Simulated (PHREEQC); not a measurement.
Solution (25 °C): 0.022 mol NH3, 0.00021 mol Na2SiO3 and 0.00046 mol (CH3)4NCl per kg of water. Closed to the air; pH follows from the charge balance.

Model: ion-association model, phreeqc.dat, run in PHREEQC.

```json
[
 {"quantity": "pH", "before": "10.86", "after": "10.46"},
 {"quantity": "ionic strength (mol/kgw)", "before": "0.00142", "after": "0.00220"},
 {"quantity": "NH4+ (mol/kgw)", "before": "0.000541", "after": "0.00132"},
 {"quantity": "H3SiO4- (mol/kgw)", "before": "0.000192", "after": "0.000171"},
 {"quantity": "H4SiO4 (mol/kgw)", "before": "1.72e-5", "after": "3.81e-5"},
 {"quantity": "SI of Quartz (SiO2)", "before": "-0.78", "after": "-0.44"}
]
```

### Question
What was changed between the two runs?
A) (CH3)4NCl left out
B) Na2SiO3 from 0.00021 to 0.000315 mol/kgw
C) Na2SiO3 replaced by Na2SiF6 at the same molality
D) diluted 5-fold with water
E) NH3 replaced by NH4Br at the same molality

### Answer
C, Na2SiO3 replaced by Na2SiF6 at the same molality

No solid was allowed to form. (CH3)4N+ isn't in the database: it is added as a free cation with an ion size of 4 Å. SiF6-2 is the database's only silicon fluoride.
